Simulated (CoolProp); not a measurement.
Properties of R1336mzz(Z) along the isotherm -47.95 °C.

Values from CoolProp's reference Helmholtz-energy equation of state, McLinden 2020.

```csv
p (MPa),phase,density (kg/m³),cp (kJ/(kg K)),isothermal compressibility (1/MPa),expansivity (1/kK)
0.0459,liquid,1541,1.066,0.001090,1.487
0.0742,liquid,1541,1.066,0.001090,1.487
0.12,liquid,1541,1.066,0.001089,1.486
0.194,liquid,1542,1.066,0.001088,1.486
0.313,liquid,1542,1.066,0.001086,1.484
0.505,liquid,1542,1.066,0.001084,1.482
0.816,liquid,1543,1.066,0.001080,1.479
1.32,liquid,1543,1.065,0.001073,1.473
2.13,liquid,1545,1.065,0.001063,1.465
3.44,liquid,1547,1.064,0.001047,1.451
5.56,liquid,1550,1.062,0.001022,1.430
8.99,liquid,1556,1.060,0.0009839,1.398
14.5,liquid,1564,1.056,0.0009296,1.351
```
